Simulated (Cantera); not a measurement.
A perfectly stirred reactor is fed with CO : H2 : O2 : N2 = 1 : 0.1 : 1.25 : 4.7 (molar parts), at 0.987 atm; it is adiabatic with a 373 K inlet, and is followed from long to short residence time, starting on the burning branch (τ in s: 0.15, 0.041, 0.011, 0.003, 0.00082, 0.00022, 6.1e-05, 1.7e-05, 4.5e-06).

Detailed kinetics in Cantera: GRI-Mech 3.0 (53 species, 325 reactions).

One state of this run: T (K) = 1650; x CO = 0.00340; x H2 = 6.99e-5; x O2 = 0.108; x NO2 = 7.96e-8; x HO2 = 3.95e-6. x: mole fraction; the columns are a selection and need not sum to one.

Q: Which value of τ (s) does it belong to?
A. 0.041
B. 6.1e-5
C. 0.00022
D. 0.00082

A: A, 0.041
